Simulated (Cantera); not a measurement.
Input: 1 mol SiH₄, 0.01 mol Cl₂, 4.3 mol N₂, held at 1675 K and 101000 Pa.

These are equilibrium values from Cantera (NASA tables, ideal gas, pure condensed phases), not measurements of a reactor. Candidate condensed phases: NH₄Cl, Si, Si₃N₄; 28 gas species. Kinetics and transport are ignored.

Problem. What is the equilibrium state?

Solution. 
```
Property                              Value
--------------------------------  ---------
x(N₂)                                 0.644
x(H₂)                                 0.353
x(HCl)                              0.00354
x(H)                                6.85e-5
x(NH₃)                              6.57e-6
x(SiCl₂)                            1.74e-6
n(Si₃N₄(s))                       0.333 mol
gas amount                        5.644 mol
log10 activity of Si(s) (absent)      -1.87
```
